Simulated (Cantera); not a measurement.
Input: 1 mol CaO, 0.73 mol NF₃, 0.12 mol O₂, held at 1200 °C and 7.50 Pa.

Cantera equilibrium calculation (NASA polynomials, part measured and part estimated; ideal gas, pure solids and liquids). Candidate condensed phases: Ca, CaF₂, CaO; 22 gas species. Kinetics and transport are ignored.

Base state: O₂ 0.518, N₂ 0.305, F 0.159, CaF₂ 0.0162, NO 0.00105, O 0.000233 (mole fractions); condensed: CaF₂(s).

What changes in the equilibrium state with this change: CaO replaced by B₂O₃?


| species | before | after |
|---|---|---|
| BOF | 0 | 0.628 |
| O₂ | 0.518 | 0.220 |
| N₂ | 0.305 | 0.120 |
| BF₃ | 0 | 0.0314 |
| CaF₂ | 0.0162 | 0 |
| F | 0.159 | 1.33e-5 |
| BO₂ | 0 | 7.68e-5 |
| BOF₂ | 0 | 4.23e-5 |
| B₂O₃ | 0 | 2.93e-5 |
| NO | 0.00105 | 0.000428 |
| CaF₂(s), mol | 0.981 | 0 |
Further candidate phases: B, BN, B₂O₃.

What changes in the equilibrium state with this change: temperature from 1200 °C to 827 °C?


| species | before | after |
|---|---|---|
| O₂ | 0.518 | 0.528 |
| N₂ | 0.305 | 0.311 |
| F | 0.159 | 0.162 |
| CaF₂ | 0.0162 | 1.72e-7 |
| O | 0.000233 | 2.09e-7 |
| F₂ | 3.26e-7 | 3.35e-5 |
| NO | 0.00105 | 8.46e-5 |
| CaF₂(s), mol | 0.981 | 1.00 |

What changes in the equilibrium state with this change: temperature from 1200 °C to 1275 °C?


```tsv
species	before	after
O₂	0.518	0.485
N₂	0.305	0.286
F	0.159	0.149
CaF₂	0.0162	0.0779
O	0.000233	0.000614
NO	0.00105	0.00141
CaF₂(s), mol	0.981	0.901
```
